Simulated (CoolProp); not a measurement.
Properties of C2F6 (R116) along the isotherm 323 K.

Values from CoolProp's reference Helmholtz-energy equation of state, Lemmon 2006. It is a short technical equation, of lower accuracy than the large ones.

| p (bar) | phase | Z | cp (kJ/(kg K)) | isothermal compressibility (1/MPa) | expansivity (1/kK) | Prandtl number |
|---|---|---|---|---|---|---|
| 10.2 | gas | 0.9160 | 0.8529 | 1.075 | 4.195 | 0.778 |
| 20.3 | gas | 0.8224 | 0.9264 | 0.6131 | 6.042 | 0.850 |
| 30.5 | supercritical | 0.7135 | 1.070 | 0.4889 | 9.602 | 0.994 |
| 40.6 | supercritical | 0.5893 | 1.389 | 0.4656 | 17.09 | 1.34 |
| 50.8 | supercritical | 0.4683 | 1.861 | 0.3896 | 26.28 | 2.12 |
| 61 | supercritical | 0.4227 | 1.710 | 0.1834 | 19.29 | 2.46 |
| 71.1 | supercritical | 0.4313 | 1.495 | 0.09494 | 12.99 | 2.46 |
| 81.3 | supercritical | 0.4568 | 1.376 | 0.06031 | 9.820 | 2.46 |
| 91.4 | supercritical | 0.4877 | 1.306 | 0.04358 | 8.041 | 2.47 |
| 102 | supercritical | 0.5227 | 1.257 | 0.03354 | 6.852 | 2.49 |
| 112 | supercritical | 0.5568 | 1.225 | 0.02747 | 6.072 | 2.52 |
| 122 | supercritical | 0.5914 | 1.200 | 0.02323 | 5.490 | 2.54 |
| 132 | supercritical | 0.6262 | 1.180 | 0.02011 | 5.037 | 2.57 |
| 142 | supercritical | 0.6610 | 1.164 | 0.01772 | 4.672 | 2.60 |
| 152 | supercritical | 0.6958 | 1.151 | 0.01583 | 4.371 | 2.63 |

The peak of cp marks the crossing from liquid-like to gas-like fluid above the critical point.

Viscosity comes from a separate model (Huber 2003), an estimate that may be off by 10 % or more. Thermal conductivity comes from a separate model (Huber 2003), an estimate that may be off by 10 % or more.
